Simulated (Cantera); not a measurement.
Input: 1 mol SiHCl₃, 16 mol N₂, at 848 K and 225 Torr.

Equilibrium computed with Cantera from the NASA thermochemical tables; the gas is ideal and each condensed phase is pure. Candidate condensed phases: NH₄Cl, Si, Si₃N₄; 28 gas species. N₂ is the only nitrogen source here; it is nearly inert below about 1500 K, so the nitride shown seldom forms there in practice. The numbers say what is thermodynamically allowed, not how fast it happens.

Base state: N₂ 0.916, HCl 0.0440, SiCl₄ 0.0327, H₂ 0.00715 (mole fractions); condensed: Si₃N₄(s).

What changes in the equilibrium state with this change: SiHCl₃ replaced by Si₂Cl₆?


| species | before | after |
|---|---|---|
| N₂ | 0.916 | 0.913 |
| SiCl₄ | 0.0327 | 0.0874 |
| HCl | 0.0440 | 0 |
| H₂ | 0.00715 | 0 |
| Si₃N₄(s), mol | 0.146 | 0.167 |
The feed counts by its element totals alone.
